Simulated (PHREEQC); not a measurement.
0.098 g of hydrous ferric oxide (600 m²/g; 0.2 weak and 0.005 strong sites per Fe, Dzombak-Morel constants, diffuse double layer) in 1 kg of water with 0.3 mol/kgw of an inert sodium salt, at 25 °C; the pH is set by adding NaOH or the inert anion's acid. O2 is buffered at 0.21 atm. CO2 from the air is kept out. Nothing may precipitate in this run.

Computed with PHREEQC (ion-association model, wateq4f.dat).

| pH | surface charge σ (C/m²) | surface potential ψ (mV) |
|---|---|---|
| 3 | 0.368 | 126 |
| 3.38 | 0.365 | 125 |
| 3.75 | (withheld) | 124 |
| 4.12 | 0.343 | 122 |
| 4.5 | 0.318 | 118 |
| 4.88 | (withheld) | 112 |
| 5.25 | 0.240 | 104 |
| 5.62 | 0.196 | 94 |
| 6 | 0.154 | (withheld) |
| 6.38 | 0.116 | 70 |
| 6.75 | 0.085 | 56 |
| 7.12 | 0.058 | 42 |
| 7.5 | 0.034 | 26 |
| 7.88 | 0.012 | 10 |
| 8.25 | -0.008 | -6 |
| 8.62 | -0.028 | -22 |
| 9 | -0.051 | -38 |

### Question
What belongs in the gaps?

### Answer

- 3.75, surface charge σ (C/m²): 0.357
- 4.88, surface charge σ (C/m²): 0.282
- 6, surface potential ψ (mV): 83

Complexes and solids missing from the database can't appear. The oxide is taken as insoluble; below pH 4 it would dissolve.
